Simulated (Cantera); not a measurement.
A perfectly stirred reactor is fed with NH₃ : N₂ : H₂ = 1 : 0.18 : 0.004 (molar parts), at 25000 Pa; it is held at 2250 K, and followed from long to short residence time.

Cantera simulation using the gas-phase N/H chemistry of the illustrative SiF4/NH3 mechanism in the Surface Chemkin manual (1991); the numbers are that mechanism's predictions, not measurements. Walls and surfaces, which speed up NH3 decomposition in real reactors, are not modelled.

x: mole fraction; the columns are a selection and need not sum to one.

```json
[
 {"τ (s)": "15", "x NH₃": "0.000266", "x N₂H₄": "3.98e-12", "x H₂": "0.678", "x N": "5.29e-6", "x H": "0.0118"},
 {"τ (s)": "2.9", "x NH₃": "…", "x N₂H₄": "2.93e-11", "x H₂": "0.680", "x N": "…", "x H": "…"},
 {"τ (s)": "0.54", "x NH₃": "0.00992", "x N₂H₄": "5.90e-10", "x H₂": "0.677", "x N": "6.67e-6", "x H": "0.00383"},
 {"τ (s)": "0.10", "x NH₃": "0.0675", "x N₂H₄": "6.85e-9", "x H₂": "0.632", "x N": "5.39e-6", "x H": "0.00179"},
 {"τ (s)": "0.019", "x NH₃": "…", "x N₂H₄": "…", "x H₂": "…", "x N": "…", "x H": "…"},
 {"τ (s)": "0.0036", "x NH₃": "0.602", "x N₂H₄": "1.45e-7", "x H₂": "0.198", "x N": "3.22e-6", "x H": "0.000295"},
 {"τ (s)": "0.00068", "x NH₃": "0.786", "x N₂H₄": "2.45e-7", "x H₂": "0.0484", "x N": "1.07e-6", "x H": "7.72e-5"}
]
```

Problem. Complete the blanks.

Solution. 
- 2.9, x NH₃: 0.000890
- 2.9, x N: 9.39e-6
- 2.9, x H: 0.00957
- 0.019, x NH₃: 0.270
- 0.019, x N₂H₄: 4.46e-8
- 0.019, x H₂: 0.468
- 0.019, x N: 4.76e-6
- 0.019, x H: 0.000848
